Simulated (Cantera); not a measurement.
Cantera run:

```python
import numpy as np
import cantera as ct

gas_names = """
    NO TaO2 N2
""".split()
cond_names = """
    Ta(cr) Ta(L)
""".split()


# ... load() reads the species with a 1 bar reference pressure and builds the phases ...
species = {s.name: s for s in load("nasa_gas.yaml", gas_names) + load("nasa_condensed.yaml", cond_names)}
# Each term lists the table entries of one substance; the one whose range holds T is used.
reactions = {
    'Ta + 2 NO(g) = TaO2(g) + N2(g)':
        [(-1, ['Ta(cr)', 'Ta(L)']), (-2, ['NO']), (1, ['TaO2']), (1, ['N2'])],
}


def pick(names, T):
    return next(species[n] for n in names if species[n].thermo.min_temp <= T <= species[n].thermo.max_temp)


results = []
for label, terms in reactions.items():
    print(label)
    print("     T/K   dH/kJ  dS/(J/K)   dG/kJ   log10 K")
    for T in [2698, 2748, 2798, 2848, 2898, 2948]:
        used = [(nu, pick(names, T)) for nu, names in terms]
        dH = sum(nu * s.thermo.h(T) for nu, s in used) / 1e6
        dS = sum(nu * s.thermo.s(T) for nu, s in used) / 1e3
        dG = dH - T * dS / 1e3
        logK = -dG * 1e6 / (ct.gas_constant * T * np.log(10))
        results.append((label, T, dH, dS, dG, logK, [s.name for _, s in used]))
        print(f"{T:8g} {dH:8.1f} {dS:8.1f} {dG:8.1f} {logK:8.2f}")
```

Output:

```
Ta + 2 NO(g) = TaO2(g) + N2(g)
     T/K   dH/kJ  dS/(J/K)   dG/kJ   log10 K
    2698   -406.7    -10.7   -377.8     7.31
    2748   -407.5    -11.0   -377.2     7.17
    2798   -408.3    -11.3   -376.7     7.03
    2848   -409.1    -11.6   -376.1     6.90
    2898   -409.9    -11.9   -375.5     6.77
    2948   -410.8    -12.2   -374.9     6.64
```

Source: NASA polynomial tables (part measured, part estimated), evaluated in Cantera. Condensed species are held in their standard states even where they would react or evaporate.
